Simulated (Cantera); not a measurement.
An isothermal, constant-pressure homogeneous reactor starts with 13.3 % NO, 86.7 % N2, at 1700 K and 1.00 atm.

Cantera simulation using GRI-Mech 3.0 (53 species, 325 reactions); the numbers are that mechanism's predictions, not measurements.

One state of this run: x NO = 0.0931; x NO2 = 9.21e-5; x O2 = 0.0200; x N2O = 3.45e-6; x O = 6.49e-6; x N2 = 0.887. x: mole fraction; the columns are a selection and need not sum to one.

Which value of t (s) does it belong to?
(A) 15.8
(B) 0.00153
(C) 2.48
(D) 100

A, 15.8
